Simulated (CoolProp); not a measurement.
Properties of octamethyltrisiloxane (MDM) along the isotherm 575 K.

Model: reference Helmholtz-energy equation of state, Thol 2017, in CoolProp.

```csv
p (MPa),phase,cp (kJ/(kg K)),cv (kJ/(kg K)),expansivity (1/kK),fugacity coefficient
0.276,gas,2.117,2.066,2.229,0.9405
0.553,gas,2.154,2.078,2.986,0.8812
0.829,gas,2.217,2.093,4.281,0.8223
1.11,gas,2.350,2.113,7.053,0.7618
1.38,gas,2.756,2.142,15.51,0.7019
1.66,supercritical,6.143,2.186,83.23,0.6333
1.94,supercritical,3.139,2.158,16.19,0.5640
2.21,supercritical,2.823,2.148,9.886,0.5119
2.49,supercritical,2.694,2.142,7.426,0.4695
2.76,supercritical,2.624,2.138,6.151,0.4366
3.04,supercritical,2.577,2.135,5.309,0.4087
3.32,supercritical,2.543,2.132,4.722,0.3856
3.59,supercritical,2.519,2.130,4.299,0.3669
```

The peak of cp marks the crossing from liquid-like to gas-like fluid above the critical point.
